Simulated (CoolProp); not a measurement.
Fluoroethane (R161) at 370.32 K and 3.84 MPa is throttled through a valve to 1.93 MPa with no heat exchange. Each further row changes one setting.

Values from CoolProp's reference Helmholtz-energy equation of state, Wu 2012.

| case | temperature change (K) | final density (kg/m³) |
|---|---|---|
| as stated | ? | 42.8 |
| outlet pressure 0.579 MPa | ? | 11.6 |
| outlet pressure 2.51 MPa | ? | ? |

Some entries are withheld; supply them.


- as stated, temperature change (K): -30.8
- outlet pressure 0.579 MPa, temperature change (K): -55.9
- outlet pressure 2.51 MPa, temperature change (K): -20.8
- outlet pressure 2.51 MPa, final density (kg/m³): 58.2
